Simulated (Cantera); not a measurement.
Feed: 1 mol Ti(OiPr)4, 220 mol H2, 300 mol N2, at 40.0 mbar.

Method: chemical equilibrium by Gibbs-energy minimisation in Cantera with the NASA 1993 tables (ideal gas, pure condensed phases). Candidate condensed phases: C, C6H6, C7H8, C8H18, H2O, Ti, TiC, TiN, TiO, TiO2, Ti2O3, Ti3O5, Ti4O7; 139 gas species. The feed counts by its element totals alone. TiC: taken at fixed stoichiometry. Rates play no part.

Question: Which condensed phases are stable at each of these points (T (K)): 1923, 1948, 1973, 1998, 2023, 2048, 2073, 2098, 2123, 2148, 2173, 2198, 2223?

Answer: 
```json
[
 {"T (K)": "1923", "condensed phases": "C(graphite) + TiC(s)", "Ti condensed (%)": "100.0"},
 {"T (K)": "1948", "condensed phases": "C(graphite) + TiC(s)", "Ti condensed (%)": "100.0"},
 {"T (K)": "1973", "condensed phases": "C(graphite) + TiC(s)", "Ti condensed (%)": "100.0"},
 {"T (K)": "1998", "condensed phases": "C(graphite) + TiC(s)", "Ti condensed (%)": "100.0"},
 {"T (K)": "2023", "condensed phases": "C(graphite) + TiC(s)", "Ti condensed (%)": "100.0"},
 {"T (K)": "2048", "condensed phases": "C(graphite) + TiC(s)", "Ti condensed (%)": "100.0"},
 {"T (K)": "2073", "condensed phases": "C(graphite) + TiC(s)", "Ti condensed (%)": "100.0"},
 {"T (K)": "2098", "condensed phases": "C(graphite) + TiC(s)", "Ti condensed (%)": "100.0"},
 {"T (K)": "2123", "condensed phases": "TiC(s)", "Ti condensed (%)": "100.0"},
 {"T (K)": "2148", "condensed phases": "TiC(s)", "Ti condensed (%)": "100.0"},
 {"T (K)": "2173", "condensed phases": "TiC(s)", "Ti condensed (%)": "100.0"},
 {"T (K)": "2198", "condensed phases": "TiC(s)", "Ti condensed (%)": "100.0"},
 {"T (K)": "2223", "condensed phases": "TiC(s)", "Ti condensed (%)": "99.9"}
]
```

From 1923 K to 2098 K the condensed part is C(graphite) + TiC(s). From 2123 K to 2223 K the condensed part is TiC(s).
